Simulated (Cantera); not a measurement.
A perfectly stirred reactor is fed with CH4 : O2 : N2 = 1 : 1.5 : 8.64 (molar parts), equivalence ratio 1.3, at 1.00 bar; it is adiabatic with a 673 K inlet, and is followed from long to short residence time, starting on the burning branch (τ in s: 0.16, 0.059, 0.021, 0.0077, 0.0028, 0.001, 0.00036, 0.00013, 4.7e-05, 1.7e-05, 6.1e-06).

Cantera simulation using GRI-Mech 3.0 (53 species, 325 reactions); the numbers are that mechanism's predictions, not measurements.

Predict: blow-out, bracketed by the residence times tried; x(CH4) at τ = 0.160 s; x(O2) at τ = 0.160 s; x(CO) at τ = 0.160 s; x(C2H6) at τ = 0.160 s; x(CH3) at τ = 0.160 s; x(CH4) at τ = 1.00 ms; x(O2) at τ = 1.00 ms; x(CO) at τ = 1.00 ms; x(C2H6) at τ = 1.00 ms; x(CH3) at τ = 1.00 ms.


```
Item                                                                           Result
------------------------------------------------  -----------------------------------
blow-out, bracketed by the residence times tried  burning at 1.00 ms, out at 0.360 ms
x(CH4) at τ = 0.160 s                                                        0.000170
x(O2) at τ = 0.160 s                                                         0.000117
x(CO) at τ = 0.160 s                                                           0.0474
x(C2H6) at τ = 0.160 s                                                        3.08e-8
x(CH3) at τ = 0.160 s                                                         4.38e-5
x(CH4) at τ = 1.00 ms                                                         0.00117
x(O2) at τ = 1.00 ms                                                          0.00423
x(CO) at τ = 1.00 ms                                                           0.0496
x(C2H6) at τ = 1.00 ms                                                        3.29e-6
x(CH3) at τ = 1.00 ms                                                        0.000591
```
